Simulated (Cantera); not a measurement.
Silicon etching in halogen gases: Si + NF3 + H2

A closed system holds: 1 mol Si, 4.2 mol NF3, 0.11 mol H2, at 825 °C and 0.0360 bar.

These are equilibrium values from Cantera (NASA tables, ideal gas, pure condensed phases), not measurements of a reactor. Candidate condensed phases: Si, Si3N4; 37 gas species. Kinetics and transport are ignored.

- x(F) = 0.507
- x(N2) = 0.209
- x(F2) = 0.163
- x(SiF4) = 0.0994
- x(HF) = 0.0219
- x(NF3) = 0.000111
- gas amount = 10.06 mol
- log10 activity of Si(s) (absent) = -67.30
